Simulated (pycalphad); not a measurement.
Computed with pycalphad from the COST 507 light-alloy database (1999), at 1 atm. The data set is of 1999 and partly superseded. Amounts are mole fractions of atoms.

Give the equilibrium state of Mg-5.26Al-0.51Si (at.%) at 750 K.


```
T = 750.00 K, P = 101325 Pa, N = 1 mol of atoms
G = -31788 J/mol, H = 12483 J/mol, S = 59.03 J/(mol K)  (SER reference)
chemical potentials (J/mol): Mg -31129, Al -39247, Si -76713
phase             fraction      x(Mg)      x(Al)      x(Si)
HCP_A3              0.9847     0.9466     0.0534   1.38e-06
MG2SI               0.0153     0.6667       none     0.3333
```

Give the equilibrium state of Mg-5.26Al-0.51Si (at.%) at 875 K.

liquid, fraction 0.620, with 7.2 Al, 0.82 Si at.%; hcp, fraction 0.380, with 2.0 Al, <0.01 Si at.%.

Database names, with the compositions (at.%) that they take in these runs: MG2SI: Mg 67 Si 33. HCP_A3 is hcp. An entry "none" or "no" means that the model of the phase leaves that element out.
